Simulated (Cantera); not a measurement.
# Equilibrium for iron carbonyl, mercury and lead vapours: Pb + CO + H2

A closed system holds: 1 mol Pb, 4.9 mol CO, 12 mol H2, at 1250 K and 7.50 Torr.

Equilibrium computed with Cantera from the NASA thermochemical tables; the gas is ideal and each condensed phase is pure. Candidate condensed phases: C, C6H6, C7H8, C8H18, H2O, Pb, PbO, PbO2, Pb3O4; 113 gas species. Equilibrium is a limit: real reactors are often held back by kinetics, nucleation or transport.

```json
{
  "x(H2)": "0.670",
  "x(CO)": "0.274",
  "x(Pb)": "0.0559",
  "x(CH4)": "4.14e-5",
  "x(H2O)": "3.30e-5",
  "x(CO2)": "8.61e-6",
  "x(H)": "3.96e-6",
  "x(Pb2)": "1.42e-6",
  "gas_amount": "17.90 mol",
  "log10 activity of C(graphite) (absent)": "-0.08",
  "log10 activity of Pb(l) (absent)": "-0.38"
}
```
